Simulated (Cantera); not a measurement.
Input (Python, Cantera):

```python
import numpy as np
import cantera as ct

gas = ct.Solution("gri30.yaml")


def delay(T, t_max=10):
    gas.TPX = T, 53000, {'CH3OH': 1, 'O2': 1.25, 'N2': 4.7, 'H2O': 0.28}
    reactor = ct.IdealGasReactor(gas, clone=False)
    net = ct.ReactorNet([reactor])
    net.rtol, net.atol = 1e-8, 1e-16
    while net.time < t_max:
        t_old, T_old = net.time, reactor.T
        net.step()
        if reactor.T > T + 400:  # ignition: a rise of 400 K
            return t_old + (T + 400 - T_old) / (reactor.T - T_old) * (net.time - t_old)
    return np.nan


taus = []
for T in [1198, 1273, 1348, 1423, 1498, 1573]:
    taus.append(delay(T))
    print(f"T0 = {T:6g} K   tau = {taus[-1]:.4e} s")
```

It prints:

```
T0 =   1198 K   tau = 1.4675e-02 s
T0 =   1273 K   tau = 4.5694e-03 s
T0 =   1348 K   tau = 1.6464e-03 s
T0 =   1423 K   tau = 6.7418e-04 s
T0 =   1498 K   tau = 3.0863e-04 s
T0 =   1573 K   tau = 1.5535e-04 s
```

Computed with Cantera and GRI-Mech 3.0 (53 species, 325 reactions). GRI-Mech 3.0 was tuned for natural gas; its chemistry of methanol as a main component is partial and can be far from experiment.
